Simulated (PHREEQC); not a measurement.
**Reverse-osmosis permeate**

A made-up water analysis in mmol/kgw, 30 °C, pH 5.5, pe 9.5:

```json
[
 {"constituent": "Na", "mmol/kgw": "0.0812"},
 {"constituent": "K", "mmol/kgw": "0.00851"},
 {"constituent": "Ca", "mmol/kgw": "0.00802"},
 {"constituent": "Mg", "mmol/kgw": "0.00613"},
 {"constituent": "Cl", "mmol/kgw": "0.0413"},
 {"constituent": "S(6)", "mmol/kgw": "0.00293"},
 {"constituent": "Alkalinity (meq/kgw)", "mmol/kgw": "0.0682"},
 {"constituent": "Sr", "mmol/kgw": "8.07e-05"},
 {"constituent": "Zn", "mmol/kgw": "1.66e-05"}
]
```

Valence states are taken as typed.

Model: ion-association model, wateq4f.dat, run in PHREEQC.

No solid was allowed to form.

Problem. What charge-balance error does the model give?

Solution. charge-balance error 1.2 %.

Problem. In which forms is C present?

Solution. CO2 87 %, HCO3- 13 % of the C.
